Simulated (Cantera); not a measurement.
An adiabatic, constant-pressure homogeneous reactor starts with CH4 : C2H6 : C3H8 : O2 : N2 = 1 : 0.081 : 0.071 : 2.4 : 9.02 (molar parts), at 1250 K and 0.600 bar. Integrator tolerance rtol = 1e-08.

Cantera simulation using GRI-Mech 3.0 (53 species, 325 reactions); the numbers are that mechanism's predictions, not measurements.

Task: What does this change do: 0.2 parts H2 added?

Result: 
| quantity | before | after |
|---|---|---|
| time of steepest temperature rise | 4.30 ms | 2.56 ms |
| temperature at 0.800 s | 2632 K | 2640 K |
| equilibrium temperature | 2632 K | 2640 K |
| x(CH4) at 0.800 s | <1e-12 (gas-phase equilibrium <1e-12) | <1e-12 (gas-phase equilibrium <1e-12) |
| x(C2H6) at 0.800 s | <1e-12 (gas-phase equilibrium <1e-12) | <1e-12 (gas-phase equilibrium <1e-12) |
| x(C3H8) at 0.800 s | <1e-12 (gas-phase equilibrium <1e-12) | <1e-12 (gas-phase equilibrium <1e-12) |
| x(HO2) at 0.800 s | 2.36e-6 (gas-phase equilibrium 2.36e-6) | 2.06e-6 (gas-phase equilibrium 2.06e-6) |
| x(OH) at 0.800 s | 0.0146 (gas-phase equilibrium 0.0146) | 0.0143 (gas-phase equilibrium 0.0143) |
| x(CH2) at 0.800 s | <1e-12 (gas-phase equilibrium <1e-12) | <1e-12 (gas-phase equilibrium <1e-12) |
| x(NO) at 0.800 s | 0.00604 (gas-phase equilibrium 0.00604) | 0.00539 (gas-phase equilibrium 0.00539) |

Task: What does this change do: initial temperature 1250 to 1673 K?

Result: 
```csv
quantity,before,after
time of steepest temperature rise,4.30 ms,80.3 µs
temperature at 0.800 s,2632 K,2774 K
equilibrium temperature,2632 K,2774 K
x(CH4) at 0.800 s,<1e-12 (gas-phase equilibrium <1e-12),<1e-12 (gas-phase equilibrium <1e-12)
x(C2H6) at 0.800 s,<1e-12 (gas-phase equilibrium <1e-12),<1e-12 (gas-phase equilibrium <1e-12)
x(C3H8) at 0.800 s,<1e-12 (gas-phase equilibrium <1e-12),<1e-12 (gas-phase equilibrium <1e-12)
x(HO2) at 0.800 s,2.36e-6 (gas-phase equilibrium 2.36e-6),4.08e-6 (gas-phase equilibrium 4.08e-6)
x(OH) at 0.800 s,0.0146 (gas-phase equilibrium 0.0146),0.0220 (gas-phase equilibrium 0.0220)
x(CH2) at 0.800 s,<1e-12 (gas-phase equilibrium <1e-12),<1e-12 (gas-phase equilibrium <1e-12)
x(NO) at 0.800 s,0.00604 (gas-phase equilibrium 0.00604),0.00899 (gas-phase equilibrium 0.00899)
```

Task: What does this change do: 0.75 parts CO2 added?

Result: 
```tsv
quantity	before	after
time of steepest temperature rise	4.30 ms	4.70 ms
temperature at 0.800 s	2632 K	2549 K
equilibrium temperature	2632 K	2549 K
x(CH4) at 0.800 s	<1e-12 (gas-phase equilibrium <1e-12)	<1e-12 (gas-phase equilibrium <1e-12)
x(C2H6) at 0.800 s	<1e-12 (gas-phase equilibrium <1e-12)	<1e-12 (gas-phase equilibrium <1e-12)
x(C3H8) at 0.800 s	<1e-12 (gas-phase equilibrium <1e-12)	<1e-12 (gas-phase equilibrium <1e-12)
x(HO2) at 0.800 s	2.36e-6 (gas-phase equilibrium 2.36e-6)	2.06e-6 (gas-phase equilibrium 2.06e-6)
x(OH) at 0.800 s	0.0146 (gas-phase equilibrium 0.0146)	0.0117 (gas-phase equilibrium 0.0117)
x(CH2) at 0.800 s	<1e-12 (gas-phase equilibrium <1e-12)	<1e-12 (gas-phase equilibrium <1e-12)
x(NO) at 0.800 s	0.00604 (gas-phase equilibrium 0.00604)	0.00536 (gas-phase equilibrium 0.00536)
```
